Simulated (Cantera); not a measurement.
## Ignition delay

Mixture: 15.9 % H2, 17.6 % O2, 66.4 % N2, 0.121 % NO, at 230000 Pa, adiabatic and at constant volume. Ignition delay is the time to a rise of 400 K.

Detailed kinetics in Cantera: GRI-Mech 3.0 (53 species, 325 reactions). The hydrogen kinetics of GRI-Mech 3.0 are dated; newer H2 mechanisms differ, most at raised pressure. The mechanism lacks 2 NO + O2 → 2 NO2 and HONO, so NO2 and the effect of NO are under-described below about 1400 K. Below about 950 K walls govern HO2 and H2O2 in real vessels.

```json
[
 {"T0 (K)": "850", "delay (ms)": "2.08"},
 {"T0 (K)": "900", "delay (ms)": "0.946"},
 {"T0 (K)": "950", "delay (ms)": "0.419"},
 {"T0 (K)": "1000", "delay (ms)": "0.187"},
 {"T0 (K)": "1050", "delay (ms)": "0.0919"},
 {"T0 (K)": "1100", "delay (ms)": "0.0513"},
 {"T0 (K)": "1150", "delay (ms)": "0.0328"},
 {"T0 (K)": "1200", "delay (ms)": "0.0231"}
]
```

- apparent activation energy between 1100 and 1200 K = 88 kJ/mol
